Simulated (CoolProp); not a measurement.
Values from CoolProp's reference Helmholtz-energy equation of state, Marx 1992.

Question: Give the vapour pressure (kPa), vapour density (kg/m³), enthalpy of vaporisation (kJ/kg) of saturated R113 at 337.2, 350.6, 390.9 K.

Answer: 
| T (K) | p (kPa) | vapour density (kg/m³) | enthalpy of vaporisation (kJ/kg) |
|---|---|---|---|
| 337.2 | 170 | 12.0 | 139 |
| 350.6 | 247 | 17.3 | 134 |
| 390.9 | 649 | 44.3 | 118 |
